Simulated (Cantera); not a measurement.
Feed: 1 mol Si3H8, a varied amount of Cl2, 34 mol H2, at 998 K and 0.270 bar.

Equilibrium computed with Cantera from the NASA thermochemical tables; the gas is ideal and each condensed phase is pure. Candidate condensed phases: Si; 19 gas species. The feed counts by its element totals alone. The tables' values for SiCl3 are old estimates; treat these amounts as uncertain. Kinetics and transport are ignored.

x: gas mole fraction; n: condensed amount in mol.

| n(Cl2) (mol) | x H2 | x HCl | x SiHCl3 | x SiCl4 | x SiH2Cl2 | n Si(s) |
|---|---|---|---|---|---|---|
| 0.11 | 0.996 | 0.00350 | 0.000402 | (withheld) | 8.54e-5 | 2.97 |
| 0.16 | 0.994 | 0.00421 | 0.000700 | (withheld) | 0.000123 | 2.95 |
| 0.21 | 0.993 | 0.00474 | 0.00100 | (withheld) | 0.000157 | 2.93 |
| 0.26 | 0.992 | 0.00517 | 0.00131 | (withheld) | 0.000187 | 2.90 |
| 0.31 | 0.991 | 0.00554 | 0.00161 | (withheld) | 0.000214 | 2.88 |
| 0.36 | 0.990 | 0.00586 | 0.00190 | (withheld) | 0.000240 | 2.85 |
| 0.41 | 0.989 | 0.00614 | 0.00219 | (withheld) | 0.000263 | 2.83 |
| 0.46 | 0.988 | 0.00640 | 0.00248 | (withheld) | 0.000286 | 2.80 |

Problem. Some entries are withheld; supply them.

Solution. 
- 0.11, x SiCl4: 0.000204
- 0.16, x SiCl4: 0.000427
- 0.21, x SiCl4: 0.000691
- 0.26, x SiCl4: 0.000983
- 0.31, x SiCl4: 0.00129
- 0.36, x SiCl4: 0.00162
- 0.41, x SiCl4: 0.00196
- 0.46, x SiCl4: 0.00231
